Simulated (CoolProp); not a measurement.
Vapour-liquid equilibrium of propane (1) + isobutene (2) at 38.9 kPa; x and y are mole fractions of (1).

Model: multi-fluid Helmholtz-energy mixture model, Lemmon 2009 and Lemmon 2005; pair parameters Bell 2016, in CoolProp.

```json
[
 {"x": "0.05", "bubble temperature (°C)": "-34.1", "y at the bubble point": "0.252", "dew temperature at overall composition x (°C)": "-30.1", "liquid density (mol/L)": "11.75"},
 {"x": "0.2", "bubble temperature (°C)": "-43.2", "y at the bubble point": "0.595", "dew temperature at overall composition x (°C)": "-33.0", "liquid density (mol/L)": "12.10"},
 {"x": "0.35", "bubble temperature (°C)": "-48.4", "y at the bubble point": "0.743", "dew temperature at overall composition x (°C)": "-36.4", "liquid density (mol/L)": "12.39"},
 {"x": "0.5", "bubble temperature (°C)": "-52.2", "y at the bubble point": "0.834", "dew temperature at overall composition x (°C)": "-40.3", "liquid density (mol/L)": "12.68"},
 {"x": "0.65", "bubble temperature (°C)": "-55.5", "y at the bubble point": "0.900", "dew temperature at overall composition x (°C)": "-45.0", "liquid density (mol/L)": "12.97"},
 {"x": "0.8", "bubble temperature (°C)": "-58.4", "y at the bubble point": "0.951", "dew temperature at overall composition x (°C)": "-50.7", "liquid density (mol/L)": "13.27"},
 {"x": "0.95", "bubble temperature (°C)": "-61.0", "y at the bubble point": "0.990", "dew temperature at overall composition x (°C)": "-58.3", "liquid density (mol/L)": "13.57"}
]
```

No azeotrope shows between x = 0.05 and 0.95.

The pair parameters rest on a limited set of measurements; away from them the model extrapolates.
